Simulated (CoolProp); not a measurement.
Octamethylcyclotetrasiloxane (D4) along the isobar 6.34 bar: Z from the reference equation and from simpler models built on Tc = 586.5 K, pc = 13.47 bar, ω = 0.598; each cubic takes its own stable root.

Values from CoolProp's reference Helmholtz-energy equation of state, Thol 2015.

| T (K) | phase | reference |
|---|---|---|
| 517.8 | liquid | 0.06651 |
| 529.1 | liquid | 0.06758 |
| 540.5 | gas | 0.7049 |
| 551.9 | gas | 0.7388 |
| 563.2 | gas | 0.7661 |
| 574.6 | gas | 0.7891 |
| 585.9 | gas | 0.8087 |
| 597.3 | gas | 0.8258 |
| 608.6 | gas | 0.8407 |
| 620 | gas | 0.8540 |

Problem. How far does each simpler model (van der Waals, Redlich-Kwong) lie from the reference over these 10 states: mean and median of the absolute difference, and the worst?

Solution. 
- van der Waals: mean 213.8 %, median 5.9 %, worst +1051.1 % at 529.1 K and 6.34 bar
- Redlich-Kwong: mean 195.8 %, median 2.5 %, worst +980.8 % at 529.1 K and 6.34 bar

At some of these states van der Waals, Redlich-Kwong gives the other phase, because its saturation line lies elsewhere.
